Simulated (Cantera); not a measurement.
**NO annealing gas**

An isothermal, constant-pressure homogeneous reactor starts with 15.6 % NO, 84.4 % N2, at 1700 K and 101000 Pa.

Cantera simulation using GRI-Mech 3.0 (53 species, 325 reactions); the numbers are that mechanism's predictions, not measurements.

```csv
t (s),x NO,x O2,x N2,x O,x N2O,x NO2
0.000100,0.156,2.71e-10,0.844,8.90e-8,2.19e-7,1.35e-7
0.000444,0.156,2.63e-9,0.844,1.35e-7,9.37e-7,8.97e-7
0.00197,0.156,5.02e-8,0.844,3.21e-7,3.52e-6,4.84e-6
0.00877,0.156,2.82e-6,0.844,1.14e-6,8.40e-6,2.42e-5
0.0390,0.156,6.21e-5,0.844,1.82e-6,9.67e-6,4.14e-5
0.173,0.155,0.000366,0.844,1.98e-6,9.59e-6,4.52e-5
0.770,0.153,0.00170,0.846,2.57e-6,9.25e-6,5.82e-5
3.42,0.142,0.00725,0.851,4.19e-6,7.93e-6,8.93e-5
15.2,0.105,0.0255,0.869,7.30e-6,4.38e-6,0.000117
67.5,0.0433,0.0564,0.900,1.07e-5,8.25e-7,7.07e-5
300,0.00745,0.0744,0.918,1.22e-5,1.39e-7,1.39e-5
```
x: mole fraction; the columns are a selection and need not sum to one.

Equilibrium at this temperature and pressure: NO 0.00191, O2 0.0772, N2 0.921, O 1.24e-5, N2O 1.21e-7, NO2 3.64e-6 (gas phase only).
